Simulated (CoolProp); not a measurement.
Saturated liquid density (kg/m³) of the fluoroketone C6F12O (FK-5-1-12): the reference equation beside estimates from Tc = 441.8 K, pc = 1.869 MPa, ω = 0.471.

Computed with CoolProp (reference Helmholtz-energy equation of state, McLinden 2015).

```csv
T (K),reference,Soave-Redlich-Kwong,Peng-Robinson
257.1,1720,1564,1761
275.5,1669,1522,1717
293.8,1615,1476,1667
312.2,1559,1423,1609
330.6,1499,1363,1544
348.9,1435,1295,1468
367.3,1363,1215,1379
385.6,1283,1122,1272
404,1186,1006,1139
```

Absolute difference from the reference over all 9 rows, mean and median: Soave-Redlich-Kwong 10.3 and 9.1 %, Peng-Robinson 2.6 and 2.9 %.
